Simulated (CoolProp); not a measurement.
Properties of R1234ze(E) along the isotherm 223.1 K (Tc = 382.5 K, pc = 3.635 MPa, ω = 0.313).

The numbers come from the reference Helmholtz-energy equation of state, Thol 2016 in CoolProp.

| p (MPa) | phase | density (kg/m³) | cp (kJ/(kg K)) | speed of sound (m/s) | viscosity (µPa s) |
|---|---|---|---|---|---|
| 0.0172 | gas | 1.069 | 0.7532 | 133.1 | 9.16 |
| 0.0392 | liquid | 1375 | 1.240 | 867.5 | 523 |
| 0.0893 | liquid | 1376 | 1.240 | 867.7 | 524 |
| 0.203 | liquid | 1376 | 1.240 | 868.3 | 524 |
| 0.463 | liquid | 1376 | 1.240 | 869.6 | 526 |
| 1.05 | liquid | 1377 | 1.239 | 872.5 | 530 |
| 2.4 | liquid | 1380 | 1.237 | 879.1 | 539 |
| 5.45 | liquid | 1386 | 1.232 | 893.5 | 559 |

Viscosity comes from a separate model (Bell 2016), an estimate that may be off by 10 % or more.
